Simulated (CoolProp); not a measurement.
Vapour pressure (MPa) of propane: the reference equation beside estimates from Tc = 96.7 °C, pc = 4.251 MPa, ω = 0.152. Clausius-Clapeyron is anchored at -80.85 °C with a constant enthalpy of vaporisation of 20.42 kJ/mol.

Computed with CoolProp (reference Helmholtz-energy equation of state, Lemmon 2009).

```
T (°C)   reference  Lee-Kesler  Clausius-Clapeyron  van der Waals  Redlich-Kwong  Soave-Redlich-Kwong
-------  ---------  ----------  ------------------  -------------  -------------  -------------------
-101.55   0.002537    0.002419            0.002641        0.06988       0.003191             0.002446
-94.65    0.004503    0.004302            0.004593        0.09254       0.005790             0.004354
-87.75    0.007614    0.007297            0.007665         0.1201       0.009932             0.007383
-80.85     0.01233     0.01187             0.01233         0.1531        0.01622              0.01199
-74.05     0.01910     0.01847             0.01907         0.1915        0.02523              0.01864
-67.15     0.02880     0.02798             0.02884         0.2369        0.03805              0.02819
-60.25     0.04213     0.04113             0.04244         0.2893        0.05549              0.04137
-53.35     0.05998     0.05883             0.06097         0.3492        0.07859              0.05907
-46.45     0.08334     0.08211             0.08567         0.4170         0.1084              0.08232
-39.55      0.1133      0.1121              0.1180         0.4933         0.1462               0.1122
-32.65      0.1510      0.1500              0.1595         0.5784         0.1930               0.1500
```

Absolute difference from the reference over all 11 rows, mean and median: Lee-Kesler 2.8 and 2.8 %, Clausius-Clapeyron 2.0 and 1.7 %, van der Waals 994.7 and 722.6 %, Redlich-Kwong 30.0 and 30.4 %, Soave-Redlich-Kwong 2.1 and 2.1 %.
